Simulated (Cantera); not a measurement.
Pyrogenic steam for wet oxidation

A perfectly stirred reactor is fed with 18.5 % H₂, 11.6 % O₂, 69.5 % N₂, 0.428 % H₂O, equivalence ratio 0.80, at 375 Torr; it is held at 1375 K, and followed from long to short residence time.

Computed with Cantera and the H2/O2 subset of GRI-Mech 3.0, which has no nitrogen chemistry. The temperature is held fixed by assumption; the heat of reaction is taken as removed at once.

```json
[
 {"τ (s)": "12", "x H₂": "3.72e-5", "x O₂": "0.0255", "x O": "6.31e-6", "x H₂O₂": "6.24e-8", "x H": "1.26e-6", "x OH": "0.000158"},
 {"τ (s)": "3.0", "x H₂": "9.35e-5", "x O₂": "0.0255", "x O": "1.60e-5", "x H₂O₂": "1.28e-7", "x H": "5.00e-6", "x OH": "0.000250"},
 {"τ (s)": "0.75", "x H₂": "0.000235", "x O₂": "0.0255", "x O": "4.11e-5", "x H₂O₂": "2.49e-7", "x H": "2.01e-5", "x OH": "0.000396"},
 {"τ (s)": "0.19", "x H₂": "0.000583", "x O₂": "0.0256", "x O": "0.000105", "x H₂O₂": "4.54e-7", "x H": "7.91e-5", "x OH": "0.000628"},
 {"τ (s)": "0.046", "x H₂": "0.00146", "x O₂": "0.0259", "x O": "0.000274", "x H₂O₂": "7.85e-7", "x H": "0.000321", "x OH": "0.00101"},
 {"τ (s)": "0.012", "x H₂": "0.00336", "x O₂": "0.0267", "x O": "0.000666", "x H₂O₂": "1.21e-6", "x H": "0.00116", "x OH": "0.00158"},
 {"τ (s)": "0.0029", "x H₂": "0.00756", "x O₂": "0.0287", "x O": "0.00164", "x H₂O₂": "1.71e-6", "x H": "0.00415", "x OH": "0.00247"},
 {"τ (s)": "0.00071", "x H₂": "0.0151", "x O₂": "0.0329", "x O": "0.00377", "x H₂O₂": "2.07e-6", "x H": "0.0126", "x OH": "0.00370"}
]
```
x: mole fraction; the columns are a selection and need not sum to one.
